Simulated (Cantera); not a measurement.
Input (Python, Cantera) and output of one run.

```python
import numpy as np
import cantera as ct

gas_names = [...]  # 110 gases of nasa_gas.yaml made of C, H, O
cond_names = """
    C(gr) C6H6(L) C7H8(L) C8H18(L),n-octa H2O(s) H2O(L)
""".split()


# ... load() reads the species with a 1 bar reference pressure and builds the phases ...
atoms = {
    'CO2': {'C': 1, 'O': 2},
    'O2': {'O': 2},
    'H2': {'H': 2},
    'H2O': {'H': 2, 'O': 1},
}
top_T = {'C(gr)': 4500}  # K; cautious upper limits of use, not melting points


# ... equilibrate(T, P, feed) seeds the gas with the atoms and calls Mixture.equilibrate('TP', solver="vcs", rtol=1e-11, max_steps=5000) ...
results = []
feed = {'CO2': 1, 'O2': 0.073, 'H2': 0.42, 'H2O': 0.045}  # mol
T = 2575  # K
P = 10  # Pa
mix = equilibrate(T, P, feed)
results.append((T, P, feed, dict(zip(mix.species_names, mix.species_moles))))
x = sorted(zip(gas.X, gas.species_names), reverse=True)
print(f"T = {T:g} K  P = {P:g} Pa  gas = {mix.phase_moles(0):.4g} mol")
print("   x: " + "  ".join(f"{s} {v:.3e}" for v, s in x if v > 0.001))
print("   condensed (mol): " + ("  ".join(f"{mix.phase(i).name} {mix.phase_moles(i):.4g}"
      for i in range(1, mix.n_phases) if mix.phase_moles(i) > 1e-12) or "none"))
```

Result:

```
T = 2575 K  P = 10 Pa  gas = 2.954 mol
   x: O 3.296e-01  CO 3.288e-01  H 2.864e-01  O2 2.524e-02  OH 1.211e-02  CO2 9.639e-03  H2 6.839e-03  H2O 1.284e-03
   condensed (mol): none
```

Method: chemical equilibrium by Gibbs-energy minimisation in Cantera with the NASA 1993 tables (ideal gas, pure condensed phases).
